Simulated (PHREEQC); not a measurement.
HF is added in steps, without added water, to 1 kg of water holding 29 mmol/kgw CdSO4 and 0.44 mmol/kgw H2SO4, at 25 °C. Oxygen alone is held at its pressure in air (log pO2 = -0.68). CO2 from the air is kept out. Nothing may precipitate in this run.

Base run: PHREEQC, ion-association model, phreeqc.dat. Each further column changes one thing. The table gives pH.

```tsv
HF added (mol)	base	CdSO4 left out	temperature from 25 to 40 °C	solids may form
0	3.34	3.09	3.40	3.34
0.0001375	3.30	3.06	3.36	3.30
0.0004125	3.23	3.01	3.29	3.23
0.00055	3.20	2.99	3.26	3.20
0.0006875	3.17	2.97	3.24	3.17
0.0009625	3.13	2.94	3.20	3.13
0.0011	3.11	2.92	3.18	3.11
0.001238	3.09	2.91	3.16	3.09
0.001512	3.06	2.88	3.13	3.06
0.00165	3.05	2.87	3.12	3.05
0.001788	3.03	2.86	3.10	3.03
0.002063	3.01	2.84	3.08	3.01
0.0022	2.99	2.83	3.07	2.99
```

 At this temperature some constants are extrapolated from 25 °C, and those without enthalpy data are left unchanged. Solids allowed in the column 'solids may form': Cd(OH)2.
